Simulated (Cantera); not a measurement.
An adiabatic, constant-pressure homogeneous reactor starts with CH₄ : O₂ : N₂ = 1 : 1.54 : 5.78 (molar parts), equivalence ratio 1.3, at 1325 K and 500000 Pa. Integrator tolerance rtol = 1e-08.

Computed with Cantera and GRI-Mech 3.0 (53 species, 325 reactions).

What does this change do: pressure from 500000 Pa to 56000 Pa?


```
quantity                                                              before                                      after
---------------------------------  -----------------------------------------  -----------------------------------------
time of steepest temperature rise                                    2.50 ms                                    15.3 ms
temperature at 6.00 s                                                 2763 K                                     2644 K
equilibrium temperature                                               2763 K                                     2644 K
x(CH₄) at 6.00 s                       <1e-12 (gas-phase equilibrium <1e-12)      <1e-12 (gas-phase equilibrium <1e-12)
x(O₂) at 6.00 s                      0.00135 (gas-phase equilibrium 0.00135)    0.00346 (gas-phase equilibrium 0.00346)
x(CH₂O) at 6.00 s                    5.71e-9 (gas-phase equilibrium 5.71e-9)  6.99e-10 (gas-phase equilibrium 6.99e-10)
x(CO₂) at 6.00 s                       0.0435 (gas-phase equilibrium 0.0435)      0.0409 (gas-phase equilibrium 0.0409)
x(O) at 6.00 s                     0.000775 (gas-phase equilibrium 0.000775)    0.00224 (gas-phase equilibrium 0.00224)
```

What does this change do: CH4 1 to 0.7 parts?


```tsv
quantity	before	after
time of steepest temperature rise	2.50 ms	2.08 ms
temperature at 6.00 s	2763 K	2731 K
equilibrium temperature	2763 K	2731 K
x(CH₄) at 6.00 s	<1e-12 (gas-phase equilibrium <1e-12)	<1e-12 (gas-phase equilibrium <1e-12)
x(O₂) at 6.00 s	0.00135 (gas-phase equilibrium 0.00135)	0.0225 (gas-phase equilibrium 0.0225)
x(CH₂O) at 6.00 s	5.71e-9 (gas-phase equilibrium 5.71e-9)	3.35e-10 (gas-phase equilibrium 3.35e-10)
x(CO₂) at 6.00 s	0.0435 (gas-phase equilibrium 0.0435)	0.0638 (gas-phase equilibrium 0.0638)
x(O) at 6.00 s	0.000775 (gas-phase equilibrium 0.000775)	0.00278 (gas-phase equilibrium 0.00278)
```

What does this change do: 0.033 parts H2 added?


```json
[
 {"quantity": "time of steepest temperature rise", "before": "2.50 ms", "after": "1.93 ms"},
 {"quantity": "temperature at 6.00 s", "before": "2763 K", "after": "2762 K"},
 {"quantity": "equilibrium temperature", "before": "2763 K", "after": "2762 K"},
 {"quantity": "x(CH₄) at 6.00 s", "before": "<1e-12 (gas-phase equilibrium <1e-12)", "after": "<1e-12 (gas-phase equilibrium 1.07e-12)"},
 {"quantity": "x(O₂) at 6.00 s", "before": "0.00135 (gas-phase equilibrium 0.00135)", "after": "0.00122 (gas-phase equilibrium 0.00122)"},
 {"quantity": "x(CH₂O) at 6.00 s", "before": "5.71e-9 (gas-phase equilibrium 5.71e-9)", "after": "6.05e-9 (gas-phase equilibrium 6.05e-9)"},
 {"quantity": "x(CO₂) at 6.00 s", "before": "0.0435 (gas-phase equilibrium 0.0435)", "after": "0.0423 (gas-phase equilibrium 0.0423)"},
 {"quantity": "x(O) at 6.00 s", "before": "0.000775 (gas-phase equilibrium 0.000775)", "after": "0.000734 (gas-phase equilibrium 0.000734)"}
]
```
